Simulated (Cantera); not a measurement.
Feed: 1 mol SiCl₄, 4.6 mol H₂, 1.3 mol Cl₂, held at 1123.15 K and 0.133 bar.

Cantera equilibrium calculation (NASA polynomials, part measured and part estimated; ideal gas, pure solids and liquids). The tables' values for SiCl₃ are old estimates; treat these amounts as uncertain. Kinetics and transport are ignored.

```tsv
species	before	after
HCl	0.381	0.468
H₂	0.475	0.395
SiCl₄	0.141	0.134
SiCl₂	6.39e-5	3.35e-5
SiHCl₃	0.00302	0.00194
SiCl₃	0.000852	0.000602
```
Gas species are given as mole fractions.

What was changed between the two runs?
(A) temperature from 1123.15 K to 1300 K
(B) temperature from 1123.15 K to 500 K
(C) Cl₂ from 1.3 to 0.86 mol
(D) Cl₂ from 1.3 to 1.7 mol

D, Cl₂ from 1.3 to 1.7 mol
